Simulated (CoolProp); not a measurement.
Vinyl chloride at several states: density (kg/m³) from the reference equation and from simpler models built on Tc = 151.9 °C, pc = 5600 kPa, ω = 0.160; each cubic takes its own stable root.

Values from CoolProp's reference Helmholtz-energy equation of state, Thol 2022.

| T (°C) | p (kPa) | phase | reference |
|---|---|---|---|
| -14.05 | 213 | liquid | 970.6 |
| -65.95 | 504 | liquid | 1062 |
| 24.85 | 3560 | liquid | 906.3 |

### Question
How far does each simpler model (van der Waals, Redlich-Kwong) lie from the reference over these 3 states: mean and median of the absolute difference, and the worst?

### Answer
- van der Waals: mean 58.1 %, median 38.4 %, worst -99.3 % at -14.05 °C and 213 kPa
- Redlich-Kwong: mean 8.4 %, median 8.5 %, worst -8.5 % at 24.85 °C and 3560 kPa

At some of these states van der Waals gives the other phase, because its saturation line lies elsewhere.
